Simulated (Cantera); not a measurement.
A Cantera script and its output.

```python
import numpy as np
import cantera as ct

gas = ct.Solution("gri30.yaml")
gas.TPX = 1623, 1000000, {'CH4': 1, 'O2': 0.909, 'N2': 2.82}
reactor = ct.IdealGasReactor(gas, energy="on", clone=False)
net = ct.ReactorNet([reactor])
net.rtol, net.atol = 1e-08, 1e-16
show = ['CH4', 'O2', 'H', 'OH', 'HCO', 'NO', 'C2H4']
times = np.geomspace(7e-06, 0.4, 12)

steps = ct.SolutionArray(gas, extra=["t"])
rows = []
print(f"{'t/s':>10s}{'T/K':>9s}{'P/Pa':>11s}" + "".join(f"{s:>11s}" for s in show))
for t in times:
    while net.time < t:
        t_next = net.step()
        steps.append(gas.state, t=t_next)
    rows.append([np.interp(t, steps.t, y) for y in (steps.T, steps.P, *steps(*show).X.T)])
    print(f"{t:10.3e}{rows[-1][0]:9.1f}{rows[-1][1]:11.4g}" + "".join(f"{x:11.3e}" for x in rows[-1][2:]))
rate = np.gradient(steps.T, steps.t)
print("integrator steps:", len(steps.t))
if steps.T.max() > steps.T[0] + 200:
    print(f"time of steepest temperature rise: {steps.t[rate.argmax()]:.4e} s")
gas.TPX = 1623, 1000000, {'CH4': 1, 'O2': 0.909, 'N2': 2.82}
gas.equilibrate("UV")
print(f"equilibrium (UV): T = {gas.T:.1f} K  " + "  ".join(f"{s} {gas[s].X[0]:.3e}" for s in show))
```

Output:

```
       t/s      T/K       P/Pa        CH4         O2          H         OH        HCO         NO       C2H4
 7.000e-06   1622.9      1e+06  2.111e-01  1.921e-01  2.626e-07  5.525e-07  6.530e-09  3.867e-13  3.411e-06
 1.895e-05   1627.3  1.003e+06  2.095e-01  1.913e-01  7.106e-07  1.287e-06  7.417e-08  2.850e-12  5.963e-05
 5.129e-05   1686.2  1.042e+06  1.946e-01  1.819e-01  6.772e-06  9.048e-06  1.525e-06  6.333e-11  1.214e-03
 1.388e-04   2919.5   2.23e+06  4.483e-09  1.820e-05  1.198e-02  2.198e-03  3.507e-06  4.017e-04  3.179e-14
 3.758e-04   2920.2  2.231e+06  4.418e-09  1.831e-05  1.200e-02  2.205e-03  3.511e-06  3.173e-04  3.126e-14
 1.017e-03   2920.2  2.231e+06  4.418e-09  1.831e-05  1.200e-02  2.205e-03  3.511e-06  3.164e-04  3.125e-14
 2.753e-03   2920.2  2.231e+06  4.418e-09  1.831e-05  1.200e-02  2.205e-03  3.511e-06  3.164e-04  3.125e-14
 7.452e-03   2920.2  2.231e+06  4.418e-09  1.831e-05  1.200e-02  2.205e-03  3.511e-06  3.164e-04  3.125e-14
 2.017e-02   2920.2  2.231e+06  4.418e-09  1.831e-05  1.200e-02  2.205e-03  3.511e-06  3.164e-04  3.125e-14
 5.460e-02   2920.2  2.231e+06  4.418e-09  1.831e-05  1.200e-02  2.205e-03  3.511e-06  3.164e-04  3.125e-14
 1.478e-01   2920.2  2.231e+06  4.418e-09  1.831e-05  1.200e-02  2.205e-03  3.511e-06  3.164e-04  3.125e-14
 4.000e-01   2920.2  2.231e+06  4.418e-09  1.831e-05  1.200e-02  2.205e-03  3.511e-06  3.164e-04  3.125e-14
integrator steps: 1897
time of steepest temperature rise: 6.7167e-05 s
equilibrium (UV): T = 2920.2 K  CH4 4.947e-09  O2 1.831e-05  H 1.200e-02  OH 2.205e-03  HCO 3.511e-06  NO 3.164e-04  C2H4 3.451e-14
```

Model: GRI-Mech 3.0 (53 species, 325 reactions), integrated in Cantera.
